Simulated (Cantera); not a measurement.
A closed system holds: 1 mol CH4, 0.41 mol CO2, 1.7 mol H2, equilibrated at 2223 K and 4.80 bar.

Cantera equilibrium calculation (NASA polynomials, part measured and part estimated; ideal gas, pure solids and liquids). Candidate condensed phases: C, C6H6, C7H8, C8H18, H2O; 110 gas species. The numbers say what is thermodynamically allowed, not how fast it happens.

Base state: H2 0.813, CO 0.181, H 0.00264, C2H2 (acetylene) 0.00236, CH4 0.000794, CH3 4.91e-5, H2O 3.75e-5, C2H4 2.02e-5 (mole fractions); condensed: C(graphite).

Question: What changes in the equilibrium state with this change: pressure from 4.80 bar to 1.00 bar?

Answer: 
| species | before | after |
|---|---|---|
| H2 | 0.813 | 0.811 |
| CO | 0.181 | 0.181 |
| H | 0.00264 | 0.00577 |
| CH4 | 0.000794 | 0.000165 |
| C2H4 | 2.02e-5 | 4.19e-6 |
| H2O | 3.75e-5 | 7.77e-6 |
| CH3 | 4.91e-5 | 2.23e-5 |
| C(graphite), mol | 0.565 | 0.568 |

Question: What changes in the equilibrium state with this change: CO2 from 0.41 to 0.14 mol?

Answer: 
```csv
species,before,after
H2,0.813,0.923
CO,0.181,0.0703
H,0.00264,0.00281
C2H2 (acetylene),0.00236,0.00268
H2O,3.75e-5,1.65e-5
C2H4,2.02e-5,2.61e-5
CH4,0.000794,0.00102
CH3,4.91e-5,5.94e-5
"C(graphite), mol",0.565,0.834
```
